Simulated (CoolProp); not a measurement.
n-undecane at several states: density (kg/m³) from the reference equation and from simpler models built on Tc = 638.8 K, pc = 1.990 MPa, ω = 0.539; each cubic takes its own stable root.

The numbers come from the reference Helmholtz-energy equation of state, Aleksandrov 2011 in CoolProp. It is a short technical equation, of lower accuracy than the large ones.

```tsv
T (K)	p (MPa)	phase	reference	van der Waals	Soave-Redlich-Kwong
395.9	0.654	liquid	662.0	358.4	561.5
556	0.335	gas	12.88	12.24	12.64
369.7	0.652	liquid	682.5	368.4	575.8
```
